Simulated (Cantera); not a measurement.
A closed system holds: 1 mol CH3SiH3, 1.3 mol C2H2, 140 mol H2, held at 627 °C and 7.50 Torr.

Cantera equilibrium calculation (NASA polynomials, part measured and part estimated; ideal gas, pure solids and liquids). The feed counts by its element totals alone. The numbers say what is thermodynamically allowed, not how fast it happens.

```tsv
species	before	after
H2	0.997	0.997
H	1.17e-9	0.00289
C2H2 (acetylene)	<1e-9	0.000142
CH4	0.00310	8.32e-6
C(graphite), mol	2.15	2.56
SiC(s), mol	1.00	0.999
```
Gas species are given as mole fractions.

What was changed between the two runs?
A) C2H2 from 1.3 to 0.026 mol
B) temperature from 627 °C to 1502 °C
C) temperature from 627 °C to 2027 °C
D) pressure from 7.50 Torr to 10.0 Torr

B, temperature from 627 °C to 1502 °C
